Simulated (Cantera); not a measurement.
What does this Cantera script print?

```python
import numpy as np
import cantera as ct

gas_names = """
    CL CL2 H HCL H2 Si SiCL SiCL2 SiCL3 SiCL4 SiH SiHCL3 SiH2 SiH2CL2 SiH3 SiH3CL SiH4 Si2 Si3
""".split()
cond_names = """
    Si(cr) Si(L)
""".split()


# ... load() reads the species with a 1 bar reference pressure and builds the phases ...
atoms = {
    'Si': {'Si': 1},
    'Cl2': {'CL': 2},
    'H2': {'H': 2},
}
top_T = {}  # K; cautious upper limits of use, not melting points


# ... equilibrate(T, P, feed) seeds the gas with the atoms and calls Mixture.equilibrate('TP', solver="vcs", rtol=1e-11, max_steps=5000) ...
results = []
T = 600  # K
P = 10000  # Pa
for m in [0.5, 0.66, 0.81, 0.97, 1.1, 1.3, 1.4, 1.6, 1.7, 1.9, 2.1, 2.2, 2.4]:
    feed = {'Si': 1, 'Cl2': m, 'H2': 0.28}  # mol
    mix = equilibrate(T, P, feed)
    results.append((T, P, feed, dict(zip(mix.species_names, mix.species_moles))))

top = {s: max(r[3][s] / sum(r[3][g] for g in gas_names) for r in results) for s in gas_names}
cols = sorted((s for s in top if top[s] > 1e-05), key=lambda s: -top[s])[:9]
seen = [c for c in cond_names if any(r[3].get(c, 0) > 1e-12 for r in results)]
print("log10 of partial pressures in bar; condensed amounts in mol")
print(f"{'n(Cl2)':>10s}" + "".join(f"{s[:9]:>10s}" for s in cols + seen))
for T, P, feed, n in results:
    ng = sum(n[g] for g in gas_names)
    print(f"{feed['Cl2']:10.4g}" + "".join(f"{np.log10(max(n[s] / ng * P / 1e5, 1e-99)):10.3f}" for s in cols)
          + "".join(f"{n.get(c, 0):10.4g}" for c in seen))
```

It prints:

```
log10 of partial pressures in bar; condensed amounts in mol
    n(Cl2)     SiCL4        H2       HCL    SiHCL3       CL2   SiH2CL2    Si(cr)
       0.5    -1.377    -1.303    -5.149    -2.091   -26.055    -4.105    0.7393
      0.66    -1.311    -1.371    -5.167    -2.075   -26.022    -4.140    0.6572
      0.81    -1.268    -1.427    -5.184    -2.071   -26.001    -4.174    0.5805
      0.97    -1.234    -1.480    -5.202    -2.072   -25.984    -4.211    0.4989
       1.1    -1.212    -1.520    -5.217    -2.076   -25.973    -4.240    0.4327
       1.3    -1.186    -1.576    -5.238    -2.084   -25.960    -4.283     0.331
       1.4    -1.175    -1.601    -5.248    -2.089   -25.954    -4.303    0.2802
       1.6    -1.158    -1.649    -5.268    -2.100   -25.946    -4.342    0.1787
       1.7    -1.150    -1.672    -5.277    -2.105   -25.942    -4.360     0.128
       1.9    -1.137    -1.714    -5.295    -2.116   -25.935    -4.396    0.0267
       2.1    -1.140    -1.885    -1.839    -5.747   -18.852   -11.653         0
       2.2    -1.170    -2.267    -1.568    -6.430   -17.928   -12.990         0
       2.4    -1.225   -17.867    -1.477   -22.176    -2.146   -44.427         0
```

Equilibrium computed with Cantera from the NASA thermochemical tables; the gas is ideal and each condensed phase is pure.
